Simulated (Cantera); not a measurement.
An isothermal, constant-pressure homogeneous reactor starts with NH3 : N2 = 1 : 1.4 (molar parts), at 1850 K and 0.0267 bar.

Detailed kinetics in Cantera: the gas-phase N/H chemistry of the illustrative SiF4/NH3 mechanism in the Surface Chemkin manual (1991). Walls and surfaces, which speed up NH3 decomposition in real reactors, are not modelled.

One state of this run: x NH3 = 0.407; x H = 5.96e-6; x N = 5.62e-8; x N2H2 = 3.03e-6; x N2 = 0.583. x: mole fraction; the columns are a selection and need not sum to one.

Problem. Which value of t (s) does it belong to?
(A) 0.0731
(B) 0.523
(C) 0.196
(D) 1.40

Solution. A, 0.0731
